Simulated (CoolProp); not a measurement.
Properties of ethanol along the isobar 4.38 MPa (Tc = 514.7 K, pc = 6.268 MPa, ω = 0.644).

The numbers come from the reference Helmholtz-energy equation of state, Schroeder 2014 in CoolProp.

```tsv
T (K)	phase	Z	speed of sound (m/s)	Joule-Thomson coefficient (K/MPa)	expansivity (1/kK)	conductivity (mW/(m K))
505.8	gas	0.6850	242.0	12.98	9.676	55.6
520.1	gas	0.7460	260.0	10.89	6.606	54.4
534.3	gas	0.7886	273.6	9.348	5.141	54.5
548.6	gas	0.8210	284.9	8.120	4.257	55.3
562.9	gas	0.8466	294.6	7.115	3.663	56.4
577.2	gas	0.8672	303.2	6.277	3.236	57.6
591.4	gas	0.8841	310.9	5.572	2.915	59.0
605.7	gas	0.8983	318.0	4.966	2.662	60.4
620	gas	0.9102	324.6	4.445	2.459	62.0
```

Thermal conductivity comes from a separate model (Assael 2013).
